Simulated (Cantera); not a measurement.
**Equilibrium for thermal oxidation and active oxidation of silicon: Si + CO2 + H2**

A closed system holds: 1 mol Si, 0.25 mol CO2, 440 mol H2, held at 1327 °C.

Cantera equilibrium calculation (NASA polynomials, part measured and part estimated; ideal gas, pure solids and liquids). Candidate condensed phases: C, C6H6, C7H8, C8H18, H2O, Si, SiC, SiO2; 123 gas species. Mutual solubility and eutectic melting of coexisting phases are not modelled. The tables hold silica as quartz up to 1696 K and as liquid above; real silica turns to tridymite and cristobalite and melts near 1996 K. Gases not in the tables: Si2H6 and higher silanes. Kinetics and transport are ignored.

From 1.00e-6 bar to 7.50e-6 bar nothing is condensed. At 5.60e-5 bar the condensed part is SiC(s). From 0.000420 bar to 1.30 bar the condensed part is Si(s) + SiC(s). At 10.0 bar the condensed part is Si(s) + SiC(s) + SiO2(β-quartz). The main Si-bearing gas is Si at 1.00e-6 bar and SiO at 10.0 bar.

| P (Pa) | x H2 | x H | x Si | x SiO | x CO | x CH4 | x SiH | x SiH4 | n SiC(s) | n Si(s) | n SiO2(β-quartz) |
|---|---|---|---|---|---|---|---|---|---|---|---|
| 0.100 | 0.944 | 0.0528 | 0.00165 | 0.000552 | 0.000552 | 6.80e-12 | 3.50e-6 | <1e-12 | 0 | 0 | 0 |
| 0.750 | 0.978 | 0.0196 | 0.00166 | 0.000563 | 0.000559 | 4.10e-10 | 9.82e-6 | 1.06e-12 | 0 | 0 | 0 |
| 5.60 | 0.991 | 0.00723 | 0.000853 | 0.000975 | 0.000155 | 1.93e-9 | 1.38e-5 | 3.10e-11 | 0.180 | 0 | 0 |
| 42 | 0.996 | 0.00265 | 0.000232 | 0.00109 | 4.16e-5 | 7.15e-9 | 1.03e-5 | 4.80e-10 | 0.231 | 0.177 | 0 |
| 320 | 0.998 | 0.000960 | 3.05e-5 | 0.00109 | 4.16e-5 | 5.47e-8 | 3.75e-6 | 3.67e-9 | 0.232 | 0.269 | 0 |
| 2400 | 0.999 | 0.000351 | 4.06e-6 | 0.00109 | 4.16e-5 | 4.11e-7 | 1.37e-6 | 2.76e-8 | 0.231 | 0.282 | 0 |
| 18000 | 0.999 | 0.000128 | 5.42e-7 | 0.00109 | 4.16e-5 | 3.08e-6 | 5.00e-7 | 2.07e-7 | 0.230 | 0.286 | 0 |
| 130000 | 0.999 | 4.77e-5 | 7.50e-8 | 0.00109 | 4.15e-5 | 2.23e-5 | 1.86e-7 | 1.49e-6 | 0.222 | 0.295 | 0 |
| 1000000 | 0.999 | 1.72e-5 | 9.75e-9 | 0.000285 | 1.08e-5 | 0.000171 | 6.72e-8 | 1.15e-5 | 0.170 | 0.515 | 0.183 |
x: gas mole fraction; n: condensed amount in mol.
